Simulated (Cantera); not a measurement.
**Transport properties of process gases**

Gas mixture: N2O : N2 = 0.71 : 0.4 (molar parts), at 7800 Pa, frozen composition.

Cantera's kinetic-theory transport with the Lennard-Jones parameters of GRI-Mech 3.0, ideal gas; thermal conductivity in the mixture-averaged form. The composition is frozen, though it would react at the higher temperatures.

```
T (K)  ρ (kg/m³)  cp (J/kg/K)  μ (µPa s)  λ (mW/m/K)     Pr  D (cm²/s) O  D (cm²/s) CH4  D (cm²/s) C2H2
-----  ---------  -----------  ---------  ----------  -----  -----------  -------------  --------------
400       0.0897        990.4       20.3        27.9  0.722         5.91           4.10            3.00
600       0.0598         1094       28.1        42.3  0.727         11.9           8.40            6.23
800       0.0449         1173       34.7        55.7  0.731         19.4           13.8            10.3
1000      0.0359         1232       40.6        68.2  0.734         28.2           20.1            15.1
1200      0.0299         1270       46.0        79.9  0.732         38.3           27.4            20.6
1400      0.0256         1301       51.1        90.9  0.731         49.5           35.5            26.7
```
D: mixture-averaged diffusion coefficient of that species in the mixture.
